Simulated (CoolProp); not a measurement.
Vapour-liquid equilibrium of hydrogen sulfide (1) + propane (2) at 22.25 °C; x and y are mole fractions of (1).

Model: multi-fluid Helmholtz-energy mixture model, Lemmon 2006 and Lemmon 2009; pair parameters Kunz 2012, in CoolProp.

Problem. Give the bubble pressure and the first vapour's composition at x = 0.2, 0.65, 0.8. Is there an azeotrope?

Solution. x = 0.2: 13.79 bar, y = 0.418; x = 0.65: 18.93 bar, y = 0.733; x = 0.8: 19.47 bar, y = 0.816. y crosses x between x = 0.8 and 0.95: the model has an azeotrope there.

Pair parameters are fitted to limited data, so mixtures are less certain than the pure fluids.
